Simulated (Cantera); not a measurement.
A Cantera script and its output.

```python
import numpy as np
import cantera as ct

gas = ct.Solution("gri30.yaml")
gas.TPX = 450, 14000, {'C3H8': 1, 'O2': 5.68, 'N2': 21.4}
flame = ct.FreeFlame(gas, width=0.16)
flame.set_refine_criteria(ratio=3, slope=0.08, curve=0.16)
flame.transport_model = "mixture-averaged"
flame.solve(loglevel=0, auto=True)
z, T = flame.grid, flame.T
thick = (T[-1] - T[0]) / np.gradient(T, z).max()
show = ['C3H8', 'O2', 'NO', 'C2H2', 'CH2O', 'CH2']
print(f"laminar burning velocity  {flame.velocity[0] * 100:.3f} cm/s")
print(f"burnt temperature         {T[-1]:.1f} K")
print(f"thermal thickness         {thick * 1e3:.4f} mm")
print(f"grid points               {len(z)}")
z0 = z[flame.heat_release_rate.argmax()]
print(f"{'z/mm':>9s}{'T/K':>9s}{'u/(m/s)':>9s}" + "".join(f"{s:>11s}" for s in show))
rows = []
for k in (-3, -2, -1.5, -1, -0.5, -0.25, 0, 0.25, 0.5, 1, 2, 4, 8):
    zz = z0 + k * thick
    rows.append([k * thick, np.interp(zz, z, T), np.interp(zz, z, flame.velocity),
                 *(np.interp(zz, z, flame.X[gas.species_index(s)]) for s in show)])
    print(f"{rows[-1][0] * 1e3:9.3f}{rows[-1][1]:9.1f}{rows[-1][2]:9.3f}" + "".join(f"{x:11.3e}" for x in rows[-1][3:]))
```

It prints:

```
laminar burning velocity  117.595 cm/s
burnt temperature         2205.2 K
thermal thickness         1.8141 mm
grid points               152
     z/mm      T/K  u/(m/s)       C3H8         O2         NO       C2H2       CH2O        CH2
   -5.442    450.0    1.177  3.560e-02  2.022e-01  2.436e-11  3.726e-09  4.849e-08  3.685e-19
   -3.628    450.6    1.180  3.555e-02  2.019e-01  3.730e-10  7.324e-08  9.872e-07  1.208e-15
   -2.721    453.2    1.189  3.549e-02  2.013e-01  2.199e-09  5.228e-07  7.090e-06  2.526e-13
   -1.814    480.1    1.266  3.518e-02  1.984e-01  2.437e-08  7.604e-06  8.907e-05  3.931e-10
   -0.907    766.6    2.069  2.855e-02  1.729e-01  3.625e-07  1.608e-04  7.917e-04  3.482e-07
   -0.454   1156.2    3.214  1.157e-02  1.336e-01  1.035e-06  5.499e-04  1.365e-03  1.364e-05
    0.000   1541.4    4.381  6.005e-04  8.855e-02  2.401e-06  9.380e-04  8.218e-04  5.033e-05
    0.454   1698.4    4.848  1.852e-06  6.193e-02  4.237e-06  2.204e-04  1.121e-04  1.734e-05
    0.907   1733.3    4.939  1.011e-09  5.073e-02  5.547e-06  1.118e-05  7.038e-06  1.279e-06
    1.814   1760.6    4.992  2.099e-15  4.341e-02  6.904e-06  1.562e-08  2.562e-08  3.571e-09
    3.628   1793.2    5.059  9.213e-22  3.975e-02  8.685e-06  1.401e-12  1.989e-11  9.076e-13
    7.257   1835.5    5.160  2.030e-28  3.797e-02  1.192e-05  1.891e-17  9.983e-12  5.151e-17
   14.513   1894.6    5.304  2.688e-36  3.648e-02  1.793e-05  5.024e-23  8.931e-12  9.549e-18
```

Cantera simulation using GRI-Mech 3.0 (53 species, 325 reactions); the numbers are that mechanism's predictions, not measurements. GRI-Mech 3.0 was tuned for natural gas; its chemistry of propane as a main component is partial and can be far from experiment. Burning velocities carry a grid error of a few per cent, more on coarse grids.
